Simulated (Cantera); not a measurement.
Feed: 1 mol Ta2O5, 2.5 mol CH4, 0.61 mol H2, at 998 K and 1.20 mbar.

These are equilibrium values from Cantera (NASA tables, ideal gas, pure condensed phases), not measurements of a reactor. Candidate condensed phases: C, C6H6, C7H8, C8H18, H2O, Ta, TaC, Ta2O5; 113 gas species. TaC: taken at fixed stoichiometry. Condensed phases not in the tables: Ta2C. The numbers say what is thermodynamically allowed, not how fast it happens.

Base state: H2 0.758, CO 0.241, H2O 0.000115, CO2 5.28e-5, CH4 5.27e-5 (mole fractions); condensed: TaC(s) + Ta2O5(s).

**Question.** What changes in the equilibrium state with this change: temperature from 998 K to 973.15 K?

**Answer.** 
```json
[
 {"species": "H2", "before": "0.758", "after": "0.836"},
 {"species": "CO", "before": "0.241", "after": "0.164"},
 {"species": "CH4", "before": "5.27e-5", "after": "0.000107"},
 {"species": "CO2", "before": "5.28e-5", "after": "3.24e-5"},
 {"species": "H2O", "before": "0.000115", "after": "0.000102"},
 {"species": "TaC(s), mol", "before": "0.715", "after": "0.441"},
 {"species": "Ta2O5(s), mol", "before": "0.643", "after": "0.779"},
 {"species": "C(graphite), mol", "before": "0", "after": "0.955"}
]
```
